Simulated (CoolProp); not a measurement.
Dimethyl carbonate along the isotherm 168.25 °C: fugacity coefficient from the reference equation and from simpler models built on Tc = 283.9 °C, pc = 4.909 MPa, ω = 0.346; each cubic takes its own stable root.

Values from CoolProp's reference Helmholtz-energy equation of state, Zhou 2011.

```
p (MPa)   phase  reference  van der Waals  Redlich-Kwong  Soave-Redlich-Kwong  Peng-Robinson
-------  ------  ---------  -------------  -------------  -------------------  -------------
3.07     liquid     0.2292         0.5056         0.3344                  [?]         0.2296
6.14     liquid        [?]         0.2924         0.1855               0.1301         0.1252
9.2      liquid    0.09095         0.2246         0.1369                  [?]        0.09101
12.3     liquid    0.07417         0.1930            [?]              0.07871        0.07414
15.3     liquid    0.06479         0.1771         0.1002              0.06938        0.06467
18.4     liquid    0.05866            [?]            [?]              0.06338        0.05846
21.5     liquid    0.05464         0.1644            [?]              0.05953            [?]
24.5     liquid    0.05201         0.1637        0.08326              0.05713        0.05165
```

### Question
Fill in the missing entries.

### Answer

- 3.07, Soave-Redlich-Kwong: 0.2358
- 6.14, reference: 0.1250
- 9.2, Soave-Redlich-Kwong: 0.09558
- 12.3, Redlich-Kwong: 0.1133
- 18.4, van der Waals: 0.1683
- 18.4, Redlich-Kwong: 0.09184
- 21.5, Redlich-Kwong: 0.08654
- 21.5, Peng-Robinson: 0.05436
